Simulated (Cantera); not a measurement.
A closed system holds: 1 mol Ni, 0.013 mol H₂S, 3.8 mol N₂, held at 31.0 mbar.

These are equilibrium values from Cantera (NASA tables, ideal gas, pure condensed phases), not measurements of a reactor. Candidate condensed phases: Ni, NiS, NiS₂, Ni₃S₂, Ni₃S₄, S; 17 gas species. Metal and sulfide melt together well below either melting point, which pure phases cannot show. Mutual solubility and eutectic melting of coexisting phases are not modelled. The numbers say what is thermodynamically allowed, not how fast it happens.

### Question
At 1400 K, list the 4 most abundant gas species with their mole fractions, and the condensed phases.

### Answer
N₂ 0.996, H₂ 0.00337, S₂ 9.83e-5, H₂S 3.59e-5. Condensed: Ni(s) + Ni₃S₂(l).
